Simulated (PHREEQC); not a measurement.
Solution (25 °C): 0.0025 mol/kgw K2CO3. Closed to the air; pH follows from the charge balance.

The numbers come from PHREEQC with the ion-association model, wateq4f.dat.

**Question.** The ionic strength comes out as 0.00691 mol/kgw. What activity coefficients do K+, OH-, HCO3-, CO3-2 get?

**Answer.** K+ 0.91, OH- 0.91, HCO3- 0.92, CO3-2 0.71.

No solid was allowed to form.
